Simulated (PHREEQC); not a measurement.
Solution (25 °C): 1.4 mmol/kgw CdCl2, 62 mmol/kgw CaCl2, 0.055 mmol/kgw HCl and 0.17 mmol/kgw NaCl. Closed to the air; pH follows from the charge balance.

All values are PHREEQC results (ion-association model, wateq4f.dat), not measurements.

Q: The ionic strength comes out as 0.188 mol/kgw. What activity coefficients do Ca+2, Cd+2, CdCl+, Cl-, Na+ get?

A: Ca+2 0.33, Cd+2 0.31, CdCl+ 0.75, Cl- 0.72, Na+ 0.75.

Precipitation was switched off in this run. Complexes and solids missing from the database can't appear.
